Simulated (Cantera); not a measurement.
A closed system holds: 1 mol C6H6, 0.04 mol O2, 1.1 mol H2, at 975 K and 133 Pa.

These are equilibrium values from Cantera (NASA tables, ideal gas, pure condensed phases), not measurements of a reactor. Candidate condensed phases: C, C6H6, C7H8, C8H18, H2O; 110 gas species. Equilibrium is a limit: real reactors are often held back by kinetics, nucleation or transport.

Base state: H2 0.981, CO 0.0191, CH4 0.000161, H2O 1.50e-5 (mole fractions); condensed: C(graphite).

Question: What changes in the equilibrium state with this change: 1.8 mol NH3 added?

Answer: 
```
species             before     after
----------------  --------  --------
H2                   0.981     0.874
N2                       0     0.116
CO                  0.0191    0.0103
H2O                1.50e-5   7.19e-6
CH4               0.000161  0.000128
C(graphite), mol      5.92      5.92
```

Question: What changes in the equilibrium state with this change: temperature from 975 K to 500 K?

Answer: 
```tsv
species	before	after
CH4	0.000161	0.560
H2	0.981	0.410
H2O	1.50e-5	0.0302
CO	0.0191	1.25e-5
CO2	4.68e-7	0.000126
C(graphite), mol	5.92	4.53
```
